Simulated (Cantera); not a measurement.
An isothermal, constant-pressure homogeneous reactor starts with H2 : O2 = 0.0065 : 1 (molar parts), at 1375 K and 1.20 Torr. Integrator tolerance rtol = 1e-08.

Model: the H2/O2 subset of GRI-Mech 3.0, which has no nitrogen chemistry, integrated in Cantera. Radical loss at walls, strong at low pressure, is not modelled.

### Question
What does this change do: pressure from 1.20 Torr to 10.00 Torr?

### Answer
```tsv
quantity	before	after
x(H2) at 5.00 s	1.52e-5 (gas-phase equilibrium 4.99e-8)	7.02e-7 (gas-phase equilibrium 1.73e-8)
x(O2) at 5.00 s	0.988 (gas-phase equilibrium 0.993)	0.993 (gas-phase equilibrium 0.994)
x(HO2) at 5.00 s	3.40e-8 (gas-phase equilibrium 1.20e-8)	4.26e-8 (gas-phase equilibrium 2.03e-8)
x(OH) at 5.00 s	0.000780 (gas-phase equilibrium 4.49e-5)	0.000168 (gas-phase equilibrium 2.64e-5)
x(H2O) at 5.00 s	0.00600 (gas-phase equilibrium 0.00646)	0.00639 (gas-phase equilibrium 0.00647)
x(H) at 5.00 s	0.000110 (gas-phase equilibrium 1.93e-8)	1.02e-6 (gas-phase equilibrium 3.93e-9)
x(O) at 5.00 s	0.00520 (gas-phase equilibrium 1.60e-5)	0.000226 (gas-phase equilibrium 5.53e-6)
```

### Question
What does this change do: pressure from 1.20 Torr to 2.25 Torr?

### Answer
```
quantity                                            before                                     after
----------------  ----------------------------------------  ----------------------------------------
x(H2) at 5.00 s    1.52e-5 (gas-phase equilibrium 4.99e-8)   1.18e-5 (gas-phase equilibrium 3.64e-8)
x(O2) at 5.00 s        0.988 (gas-phase equilibrium 0.993)       0.989 (gas-phase equilibrium 0.993)
x(HO2) at 5.00 s   3.40e-8 (gas-phase equilibrium 1.20e-8)   5.51e-8 (gas-phase equilibrium 1.40e-8)
x(OH) at 5.00 s   0.000780 (gas-phase equilibrium 4.49e-5)  0.000687 (gas-phase equilibrium 3.84e-5)
x(H2O) at 5.00 s   0.00600 (gas-phase equilibrium 0.00646)   0.00607 (gas-phase equilibrium 0.00646)
x(H) at 5.00 s    0.000110 (gas-phase equilibrium 1.93e-8)   7.39e-5 (gas-phase equilibrium 1.20e-8)
x(O) at 5.00 s     0.00520 (gas-phase equilibrium 1.60e-5)   0.00398 (gas-phase equilibrium 1.17e-5)
```

### Question
What does this change do: O2 1 to 1.7 parts?

### Answer
```json
[
 {"quantity": "x(H2) at 5.00 s", "before": "1.52e-5 (gas-phase equilibrium 4.99e-8)", "after": "5.60e-6 (gas-phase equilibrium 2.93e-8)"},
 {"quantity": "x(O2) at 5.00 s", "before": "0.988 (gas-phase equilibrium 0.993)", "after": "0.993 (gas-phase equilibrium 0.996)"},
 {"quantity": "x(HO2) at 5.00 s", "before": "3.40e-8 (gas-phase equilibrium 1.20e-8)", "after": "2.09e-8 (gas-phase equilibrium 9.19e-9)"},
 {"quantity": "x(OH) at 5.00 s", "before": "0.000780 (gas-phase equilibrium 4.49e-5)", "after": "0.000475 (gas-phase equilibrium 3.44e-5)"},
 {"quantity": "x(H2O) at 5.00 s", "before": "0.00600 (gas-phase equilibrium 0.00646)", "after": "0.00355 (gas-phase equilibrium 0.00380)"},
 {"quantity": "x(H) at 5.00 s", "before": "0.000110 (gas-phase equilibrium 1.93e-8)", "after": "4.17e-5 (gas-phase equilibrium 1.48e-8)"},
 {"quantity": "x(O) at 5.00 s", "before": "0.00520 (gas-phase equilibrium 1.60e-5)", "after": "0.00326 (gas-phase equilibrium 1.60e-5)"}
]
```
